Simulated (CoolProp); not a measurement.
A single-stage vapour-compression cycle with CH2F2 (R32): evaporating at 221.15 K (dew point), condensing at 260.15 K (bubble point), superheat 10 K, subcooling 5 K, compressor efficiency 0.8, no pressure losses. Each further row changes one setting.

Model: reference Helmholtz-energy equation of state, Tillner-Roth 1997, in CoolProp.

```json
[
 {"case": "as stated", "cooling COP": "3.82", "pressure ratio": "5.27", "discharge temperature (K)": "342.6", "refrigerating effect (kJ/kg)": "335", "volumetric capacity (kJ/m³)": "936"},
 {"case": "evaporating temperature 226.15 K", "cooling COP": "4.58", "pressure ratio": "4.11", "discharge temperature (K)": "330.6", "refrigerating effect (kJ/kg)": "338", "volumetric capacity (kJ/m³)": "1190"},
 {"case": "condensing temperature 255.15 K", "cooling COP": "4.47", "pressure ratio": "4.39", "discharge temperature (K)": "329.4", "refrigerating effect (kJ/kg)": "344", "volumetric capacity (kJ/m³)": "959"},
 {"case": "subcooling 10 K", "cooling COP": "3.91", "pressure ratio": "5.27", "discharge temperature (K)": "342.6", "refrigerating effect (kJ/kg)": "344", "volumetric capacity (kJ/m³)": "959"},
 {"case": "superheat 20 K", "cooling COP": "3.73", "pressure ratio": "5.27", "discharge temperature (K)": "355.5", "refrigerating effect (kJ/kg)": "344", "volumetric capacity (kJ/m³)": "914"},
 {"case": "compressor efficiency 0.7", "cooling COP": "3.34", "pressure ratio": "5.27", "discharge temperature (K)": "355.6", "refrigerating effect (kJ/kg)": "335", "volumetric capacity (kJ/m³)": "936"}
]
```
